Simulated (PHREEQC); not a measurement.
1 kg of water holding 150 mmol/kgw KCl, 41 mmol/kgw NaCl and 6.5 mmol/kgw Na2SO4 is evaporated at 25 °C; the solids stay in contact with the brine. CO2 from the air is kept out. The run lets Arcanite, Glaserite, Halite, Mirabilite, Misenite, Sylvite, Thenardite precipitate or redissolve, and no other solid.

The series has 28 steps of water left (kg), from 1 to 0.005012.

All values are PHREEQC results (Pitzer model, pitzer.dat), not measurements.

**Question.** Which solids form, in which order, and at which step of the series does each first stand?

**Answer.** Arcanite from water left = 0.03564 kg, last present at water left = 0.02407 kg; Sylvite from water left = 0.03564 kg; Glaserite from water left = 0.01979 kg; Halite from water left = 0.00903 kg.
